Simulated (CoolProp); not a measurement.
A Linde-Hampson liquefier for ethane: isothermal reversible compression at 320 K from 1 atm to 5 MPa, throttling to 1 atm, return gas leaving the recuperator 5 K below the feed. Each further row changes one setting.

Computed with CoolProp (reference Helmholtz-energy equation of state, Bücker 2006).

| case | liquid yield per pass | compression work (kJ/kg of gas) |
|---|---|---|
| as stated | (withheld) | 315 |
| high pressure 10 MPa | 0.426 | (withheld) |
| warm-end temperature 350 K | 0.101 | (withheld) |
| warm-end gap 10 K | 0.154 | 315 |

Some entries are withheld; supply them.


- as stated, liquid yield per pass: 0.165
- high pressure 10 MPa, compression work (kJ/kg of gas): 338
- warm-end temperature 350 K, compression work (kJ/kg of gas): 354
